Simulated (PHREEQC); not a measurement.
# Polishing slurry liquid: an equilibrium model

Solution (25 °C): 0.023 mol/kgw HNO3, 0.000704 mol/kgw Fe(NO3)3 and 0.21 mol/kgw H3BO3. Closed to the air; pH follows from the charge balance.

Computed with PHREEQC (ion-association model, phreeqc.dat).

| Property | Result |
|---|---|
| pH | 1.69 |
| ionic strength | 0.0270 mol/kgw |
| total alkalinity | -24.4 meq/kg |

| species | molality | activity | log γ |
|---|---|---|---|
| H3BO3 | 0.210 | 0.211 | 0.003 |
| NO3- | 0.0251 | 0.0213 | -0.072 |
| H+ | 0.0231 | 0.0203 | -0.056 |
| Fe+3 | 0.000593 | 0.000184 | -0.508 |
| FeOH+2 | 0.000107 | 5.84e-5 | -0.264 |
| Fe2(OH)2+4 | 1.12e-6 | 9.18e-8 | -1.086 |
| Fe(OH)2+ | 1.10e-6 | 9.48e-7 | -0.065 |
| H2BO3- | 7.00e-9 | 5.99e-9 | -0.068 |

Precipitation was switched off in this run. The solution is supersaturated, for example in Hematite (slow to form), Goethite (slow to form), so a real one may precipitate; this is no full list.
